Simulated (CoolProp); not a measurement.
Vapour-liquid equilibrium of ethylene (1) + ethane (2) at 8.69 bar; x and y are mole fractions of (1).

The numbers come from the multi-fluid Helmholtz-energy mixture model, Smukala 2000 and Bücker 2006; pair parameters Bell 2016 in CoolProp.

```json
[
 {"x": "0.05", "bubble temperature (°C)": "-38.1", "y at the bubble point": "0.088", "dew temperature at overall composition x (°C)": "-37.4", "liquid density (mol/L)": "15.77"},
 {"x": "0.15", "bubble temperature (°C)": "-40.9", "y at the bubble point": "0.240", "dew temperature at overall composition x (°C)": "-39.2", "liquid density (mol/L)": "15.97"},
 {"x": "0.25", "bubble temperature (°C)": "-43.2", "y at the bubble point": "0.368", "dew temperature at overall composition x (°C)": "-41.1", "liquid density (mol/L)": "16.16"},
 {"x": "0.35", "bubble temperature (°C)": "-45.3", "y at the bubble point": "0.480", "dew temperature at overall composition x (°C)": "-42.9", "liquid density (mol/L)": "16.34"},
 {"x": "0.45", "bubble temperature (°C)": "-47.2", "y at the bubble point": "0.580", "dew temperature at overall composition x (°C)": "-44.8", "liquid density (mol/L)": "16.53"},
 {"x": "0.55", "bubble temperature (°C)": "-49.0", "y at the bubble point": "…", "dew temperature at overall composition x (°C)": "-46.7", "liquid density (mol/L)": "16.71"},
 {"x": "0.65", "bubble temperature (°C)": "-50.7", "y at the bubble point": "0.754", "dew temperature at overall composition x (°C)": "-48.6", "liquid density (mol/L)": "16.89"},
 {"x": "0.75", "bubble temperature (°C)": "…", "y at the bubble point": "0.832", "dew temperature at overall composition x (°C)": "-50.6", "liquid density (mol/L)": "17.08"},
 {"x": "0.85", "bubble temperature (°C)": "…", "y at the bubble point": "0.904", "dew temperature at overall composition x (°C)": "…", "liquid density (mol/L)": "17.26"},
 {"x": "0.95", "bubble temperature (°C)": "-55.3", "y at the bubble point": "0.969", "dew temperature at overall composition x (°C)": "-54.8", "liquid density (mol/L)": "17.44"}
]
```

Task: Fill in the missing entries.

Result: 
- 0.55, y at the bubble point: 0.671
- 0.75, bubble temperature (°C): -52.3
- 0.85, bubble temperature (°C): -53.8
- 0.85, dew temperature at overall composition x (°C): -52.6

No azeotrope shows between x = 0.05 and 0.95.

Pair parameters are fitted to limited data, so mixtures are less certain than the pure fluids.
